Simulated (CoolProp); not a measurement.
Vapour-liquid equilibrium of ethanol (1) + hexamethyldisiloxane (MM) (2) at 121.55 °C; x and y are mole fractions of (1).

Computed with CoolProp (multi-fluid Helmholtz-energy mixture model, Schroeder 2014 and Thol 2016; pair parameters Bell 2016).

```
x     bubble pressure (bar)  y at the bubble point  dew pressure at overall composition x (bar)  liquid density (mol/L)
----  ---------------------  ---------------------  -------------------------------------------  ----------------------
0.05                  2.329                  0.244                                        1.886                   4.150
0.15                  3.078                  0.457                                        2.093                   4.504
0.25                  3.549                  0.556                                        2.346                   4.931
0.35                  3.858                  0.616                                        2.658                   5.451
0.45                  4.073                  0.661                                        3.046                   6.094
0.55                  4.234                  0.701                                        3.518                   6.899
0.65                  4.359                  0.744                                        4.022                   7.923
0.75                  4.453                  0.794                                        4.374                   9.249
0.85                  4.506                  0.859                                        4.502                   11.01
0.95                  4.503                  0.946                                        4.502                   13.41
```

y crosses x between x = 0.85 and 0.95: the model has an azeotrope there.

The pair parameters rest on a limited set of measurements; away from them the model extrapolates.
